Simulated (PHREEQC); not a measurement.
1 kg of water holding 0.61 mol/kgw KCl and 0.29 mol/kgw K2CO3 is evaporated at 15 °C; the solids stay in contact with the brine. CO2 is held at log p = -3.4 (atm). The run lets Kalicinite, Sylvite precipitate or redissolve, and no other solid.

The series has 15 steps of water left (kg), from 0.9989 to 0.06348.

Equilibrium calculation in PHREEQC: Pitzer model, pitzer.dat.

**Question.** Which solids form, in which order, and at which step of the series does each first stand?

**Answer.** Sylvite from water left = 0.1706 kg (pH 10.45).

Species that the database lacks are ignored.
